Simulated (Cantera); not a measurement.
An isothermal, constant-pressure homogeneous reactor starts with 0.636 % H2, 99.4 % O2, at 1200 K and 2670 Pa.

Model: the H2/O2 subset of GRI-Mech 3.0, which has no nitrogen chemistry, integrated in Cantera. Radical loss at walls, strong at low pressure, is not modelled.

x: mole fraction; the columns are a selection and need not sum to one.

| t (s) | x H2 | x O2 | x H | x HO2 | x OH |
|---|---|---|---|---|---|
| 0.000200 | 0.00636 | 0.994 | 4.49e-10 | 2.33e-9 | 2.29e-9 |
| 0.000493 | 0.00636 | 0.994 | 1.10e-9 | 5.78e-9 | 8.61e-9 |
| 0.00121 | 0.00636 | 0.994 | 7.46e-9 | 1.47e-8 | 6.93e-8 |
| 0.00299 | 0.00635 | 0.994 | 6.64e-7 | 9.16e-8 | 6.31e-6 |
| 0.00737 | 0.000365 | 0.988 | 0.000293 | 1.88e-6 | 0.000927 |
| 0.0182 | 1.57e-5 | 0.989 | 0.000139 | 1.10e-6 | 0.000468 |
| 0.0447 | 1.14e-5 | 0.990 | 8.51e-5 | 9.37e-7 | 0.000398 |
| 0.110 | 6.01e-6 | 0.992 | 3.25e-5 | 6.75e-7 | 0.000291 |
| 0.271 | … | 0.993 | … | … | … |
| 0.669 | … | 0.993 | … | … | … |
| 1.65 | 1.20e-7 | 0.994 | 9.45e-8 | 5.50e-8 | 4.19e-5 |
| 4.06 | 2.70e-8 | 0.994 | 1.03e-8 | 1.69e-8 | 2.00e-5 |
| 10.0 | 6.89e-9 | 0.994 | 1.34e-9 | 5.96e-9 | 1.02e-5 |

Complete the blanks.


- 0.271, x H2: 2.13e-6
- 0.271, x H: 6.89e-6
- 0.271, x HO2: 3.79e-7
- 0.271, x OH: 0.000174
- 0.669, x H2: 5.43e-7
- 0.669, x H: 8.99e-7
- 0.669, x HO2: 1.62e-7
- 0.669, x OH: 8.85e-5
